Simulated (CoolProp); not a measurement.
Properties of ethylene along the isobar 44.5 bar (Tc = 282.4 K, pc = 50.42 bar, ω = 0.087).

The numbers come from the reference Helmholtz-energy equation of state, Smukala 2000 in CoolProp.

| T (K) | phase | Z | speed of sound (m/s) | Joule-Thomson coefficient (K/MPa) |
|---|---|---|---|---|
| 184.5 | liquid | 0.1478 | 1233 | -0.3870 |
| 201.5 | liquid | 0.1419 | 1106 | -0.3087 |
| 218.4 | liquid | 0.1382 | 972.3 | -0.1869 |
| 235.4 | liquid | 0.1369 | 828.5 | 0.01470 |
| 252.3 | liquid | 0.1392 | 669.3 | 0.3921 |
| 269.3 | liquid | 0.1502 | 466.0 | 1.437 |
| 286.2 | gas | 0.6046 | 249.5 | 12.80 |
| 303.2 | gas | 0.7090 | 276.5 | 10.64 |
| 320.1 | gas | 0.7709 | 295.6 | 8.996 |
